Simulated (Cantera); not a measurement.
A Cantera script and what it prints.

```python
import numpy as np
import cantera as ct

gas_names = [...]  # 87 gases of nasa_gas.yaml made of C, H, Si
cond_names = """
    C(gr) C6H6(L) C7H8(L) C8H18(L),n-octa Si(cr) Si(L) SiC(b)
""".split()


# ... load() reads the species with a 1 bar reference pressure and builds the phases ...
atoms = {
    'SiH4': {'Si': 1, 'H': 4},
    'C2H2': {'C': 2, 'H': 2},
    'H2': {'H': 2},
}
top_T = {'C(gr)': 4500, 'SiC(b)': 3050}  # K; cautious upper limits of use, not melting points


# ... equilibrate(T, P, feed) seeds the gas with the atoms and calls Mixture.equilibrate('TP', solver="vcs", rtol=1e-11, max_steps=5000) ...
results = []
feed = {'SiH4': 1, 'C2H2': 0.17, 'H2': 2}  # mol
P = 950  # Pa
for T in [1298, 1398, 1498, 1598, 1698, 1798, 1898, 1998, 2098, 2198, 2298, 2398, 2498, 2598]:
    mix = equilibrate(T, P, feed)
    results.append((T, P, feed, dict(zip(mix.species_names, mix.species_moles))))
    x = sorted(zip(gas.X, gas.species_names), reverse=True)
    print(f"T = {T:g} K  P = {P:g} Pa  gas = {mix.phase_moles(0):.4g} mol")
    print("   x: " + "  ".join(f"{s} {v:.3e}" for v, s in x if v > 0.0001))
    print("   condensed (mol): " + ("  ".join(f"{mix.phase(i).name} {mix.phase_moles(i):.4g}"
          for i in range(1, mix.n_phases) if mix.phase_moles(i) > 1e-12) or "none"))
```

Result:

```
T = 1298 K  P = 950 Pa  gas = 4.17 mol
   x: H2 1.000e+00
   condensed (mol): Si(cr) 0.66  SiC(b) 0.34
T = 1398 K  P = 950 Pa  gas = 4.17 mol
   x: H2 1.000e+00
   condensed (mol): Si(cr) 0.66  SiC(b) 0.34
T = 1498 K  P = 950 Pa  gas = 4.17 mol
   x: H2 9.998e-01  H 1.763e-04
   condensed (mol): Si(cr) 0.66  SiC(b) 0.34
T = 1598 K  P = 950 Pa  gas = 4.171 mol
   x: H2 9.994e-01  H 5.460e-04
   condensed (mol): Si(cr) 0.6599  SiC(b) 0.34
T = 1698 K  P = 950 Pa  gas = 4.173 mol
   x: H2 9.984e-01  H 1.482e-03
   condensed (mol): Si(L) 0.6596  SiC(b) 0.34
T = 1798 K  P = 950 Pa  gas = 4.179 mol
   x: H2 9.960e-01  H 3.605e-03  Si 3.247e-04
   condensed (mol): Si(L) 0.6583  SiC(b) 0.34
T = 1898 K  P = 950 Pa  gas = 4.193 mol
   x: H2 9.905e-01  H 7.982e-03  Si 1.293e-03  SiH 1.094e-04
   condensed (mol): Si(L) 0.6537  SiC(b) 0.3399
T = 1998 K  P = 950 Pa  gas = 4.225 mol
   x: H2 9.787e-01  H 1.628e-02  Si 4.477e-03  SiH 2.942e-04  Si2C 1.217e-04  SiH2 1.027e-04
   condensed (mol): Si(L) 0.6384  SiC(b) 0.3395
T = 2098 K  P = 950 Pa  gas = 4.3 mol
   x: H2 9.537e-01  H 3.083e-02  Si 1.375e-02  SiH 7.130e-04  Si2C 5.582e-04  Si2 1.783e-04  SiH2 1.722e-04
   condensed (mol): Si(L) 0.5928  SiC(b) 0.3375
T = 2198 K  P = 950 Pa  gas = 4.479 mol
   x: H2 9.028e-01  H 5.429e-02  Si 3.807e-02  Si2C 2.218e-03  SiH 1.566e-03  Si2 6.072e-04  SiH2 2.667e-04  Si3 1.187e-04
   condensed (mol): Si(L) 0.4647  SiC(b) 0.3295
T = 2298 K  P = 950 Pa  gas = 4.918 mol
   x: H2 8.019e-01  Si 9.635e-02  H 8.799e-02  Si2C 7.782e-03  SiH 3.100e-03  Si2 1.853e-03  SiH2 3.708e-04  Si3 3.470e-04  SiC2 2.694e-04
   condensed (mol): Si(L) 0.1095  SiC(b) 0.2984
T = 2398 K  P = 950 Pa  gas = 5.211 mol
   x: H2 7.287e-01  H 1.380e-01  Si 1.127e-01  Si2C 1.225e-02  SiC2 2.993e-03  SiH 2.912e-03  Si2 1.285e-03  C2H2,acetylene 7.006e-04  SiH2 2.540e-04  Si3 1.155e-04
   condensed (mol): SiC(b) 0.2375
T = 2498 K  P = 950 Pa  gas = 5.649 mol
   x: H2 6.311e-01  H 2.031e-01  Si 1.248e-01  SiC2 1.875e-02  Si2C 1.442e-02  C2H2,acetylene 3.943e-03  SiH 2.562e-03  Si2 8.427e-04  SiH2 1.625e-04
   condensed (mol): none
T = 2598 K  P = 950 Pa  gas = 5.984 mol
   x: H2 5.470e-01  H 2.889e-01  Si 1.295e-01  SiC2 2.047e-02  Si2C 6.889e-03  C2H2,acetylene 4.093e-03  SiH 2.137e-03  Si2 5.085e-04  C2H 1.895e-04  SiH2 1.006e-04
   condensed (mol): none
```

Method: chemical equilibrium by Gibbs-energy minimisation in Cantera with the NASA 1993 tables (ideal gas, pure condensed phases). Mutual solubility and eutectic melting of coexisting phases are not modelled. Gases not in the tables: Si2H6 and higher silanes.
